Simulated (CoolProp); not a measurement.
CH3F (R41) along the isobar 86.3 bar: density (kg/m³) from the reference equation and from simpler models built on Tc = 44.1 °C, pc = 59.06 bar, ω = 0.200; each cubic takes its own stable root.

The numbers come from the reference Helmholtz-energy equation of state, Lemmon 2006 in CoolProp. It is a short technical equation, of lower accuracy than the large ones.

```csv
T (°C),phase,reference
-0.25,liquid,711.2
16.65,liquid,657.6
33.55,liquid,590.3
50.45,supercritical,488.0
67.35,supercritical,274.0
84.25,supercritical,180.6
101.15,supercritical,146.8
118.05,supercritical,127.5
134.95,supercritical,114.4
151.85,supercritical,104.6
```

Task: How far does each simpler model (Redlich-Kwong, Soave-Redlich-Kwong) lie from the reference over these 10 states: mean and median of the absolute difference, and the worst?

Result: 
- Redlich-Kwong: mean 11.6 %, median 5.7 %, worst -26.0 % at 33.55 °C and 86.3 bar
- Soave-Redlich-Kwong: mean 15.0 %, median 13.6 %, worst -27.2 % at 50.45 °C and 86.3 bar
